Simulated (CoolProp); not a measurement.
Vapour-liquid equilibrium of R22 (1) + dimethyl ether (2) at 0.0222 MPa; x and y are mole fractions of (1).

The numbers come from the multi-fluid Helmholtz-energy mixture model, Kamei 1995 and Wu 2011; pair parameters Bell 2016 in CoolProp.

Give the bubble temperature and the first vapour's composition at x = 0.05, 0.25, 0.75. Is there an azeotrope?

x = 0.05: 218.6 K, y = 0.035; x = 0.25: 219.4 K, y = 0.243; x = 0.75: 210.7 K, y = 0.939. y crosses x between x = 0.25 and 0.35: the model has an azeotrope there.

Pair parameters are fitted to limited data, so mixtures are less certain than the pure fluids.
